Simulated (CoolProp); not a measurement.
Vapour-liquid equilibrium of R13 (1) + n-butane (2) at 260 K; x and y are mole fractions of (1).

Model: multi-fluid Helmholtz-energy mixture model, Platzer 1990 and Bücker 2006; pair parameters Bell 2016, in CoolProp. This equation is an older, rougher fit; its heat capacities, sound speeds and derivatives of the liquid may be far off and weren't checked against measurements.

```csv
x,bubble pressure (bar),y at the bubble point,dew pressure at overall composition x (bar),liquid density (mol/L)
0.05,1.776,0.658,0.6421,10.66
0.2,4.559,0.871,0.7629,10.89
0.35,6.571,0.916,0.9388,11.11
0.5,8.160,0.938,1.219,11.30
0.65,9.614,0.954,1.736,11.46
0.8,11.18,0.971,3.002,11.56
0.95,13.12,0.992,9.201,11.57
```

No azeotrope shows between x = 0.05 and 0.95.

Pair parameters are fitted to limited data, so mixtures are less certain than the pure fluids. The gap from Raoult's law changes sign with composition, which may be real or a fault of the pair parameters; it wasn't checked against measurements.
